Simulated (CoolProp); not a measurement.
1,2-dichloroethane at 466.97 K and 15.5 MPa is throttled through a valve to 8.09 MPa with no heat exchange. Each further row changes one setting.

Values from CoolProp's reference Helmholtz-energy equation of state, Thol 2015.

| case | temperature change (K) | final density (kg/m³) |
|---|---|---|
| as stated | ___ | ___ |
| outlet pressure 2.43 MPa | +0.5 | ___ |
| outlet pressure 10.5 MPa | +0.5 | ___ |

Task: What belongs in the gaps?

Result: 
- as stated, temperature change (K): +0.6
- as stated, final density (kg/m³): 978
- outlet pressure 2.43 MPa, final density (kg/m³): 954
- outlet pressure 10.5 MPa, final density (kg/m³): 987
